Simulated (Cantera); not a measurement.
Cantera run:

```python
import numpy as np
import cantera as ct

gas_names = [...]  # 113 gases of nasa_gas.yaml made of C, H, O, Ta
cond_names = """
    C(gr) C6H6(L) C7H8(L) C8H18(L),n-octa H2O(s) H2O(L) Ta(cr) Ta(L) TaC(s) TaC(L) Ta2O5(s) Ta2O5(L)
""".split()


# ... load() reads the species with a 1 bar reference pressure and builds the phases ...
atoms = {
    'Ta(OEt)5': {'Ta': 1, 'C': 10, 'H': 25, 'O': 5},
    'O2': {'O': 2},
    'H2': {'H': 2},
}
top_T = {'C(gr)': 4500}  # K; cautious upper limits of use, not melting points


# ... equilibrate(T, P, feed) seeds the gas with the atoms and calls Mixture.equilibrate('TP', solver="vcs", rtol=1e-11, max_steps=5000) ...
results = []
feed = {'Ta(OEt)5': 1, 'O2': 0.17, 'H2': 40}  # mol
P = 200000  # Pa
for T in [1898, 1923, 1948, 1973, 1998, 2023, 2048, 2073, 2098, 2123, 2148]:
    mix = equilibrate(T, P, feed)
    results.append((T, P, feed, dict(zip(mix.species_names, mix.species_moles))))

top = {s: max(r[3][s] / sum(r[3][g] for g in gas_names) for r in results) for s in gas_names}
cols = sorted((s for s in top if top[s] > 0.001), key=lambda s: -top[s])[:8]
seen = [c for c in cond_names if any(r[3].get(c, 0) > 1e-12 for r in results)]
print("log10 of partial pressures in bar; condensed amounts in mol")
print(f"{'T/K':>10s}" + "".join(f"{s[:9]:>10s}" for s in cols + seen))
for T, P, feed, n in results:
    ng = sum(n[g] for g in gas_names)
    print(f"{T:10.4g}" + "".join(f"{np.log10(max(n[s] / ng * P / 1e5, 1e-99)):10.3f}" for s in cols)
          + "".join(f"{n.get(c, 0):10.4g}" for c in seen))
```

It prints:

```
log10 of partial pressures in bar; condensed amounts in mol
       T/K        H2        CO         H C2H2,acet     C(gr)    TaC(s)
      1898     0.258    -0.733    -2.978    -3.166     3.567         1
      1923     0.258    -0.734    -2.897    -3.087     3.563         1
      1948     0.258    -0.734    -2.818    -3.011     3.557         1
      1973     0.258    -0.734    -2.741    -2.936     3.549         1
      1998     0.258    -0.734    -2.666    -2.863     3.539         1
      2023     0.258    -0.734    -2.593    -2.791     3.528         1
      2048     0.257    -0.734    -2.521    -2.722     3.513         1
      2073     0.257    -0.734    -2.451    -2.654     3.497         1
      2098     0.257    -0.734    -2.383    -2.588     3.477         1
      2123     0.257    -0.734    -2.317    -2.524     3.455         1
      2148     0.257    -0.734    -2.252    -2.461     3.429         1
```

These are equilibrium values from Cantera (NASA tables, ideal gas, pure condensed phases), not measurements of a reactor. The feed counts by its element totals alone. TaC: taken at fixed stoichiometry. Condensed phases not in the tables: Ta2C.
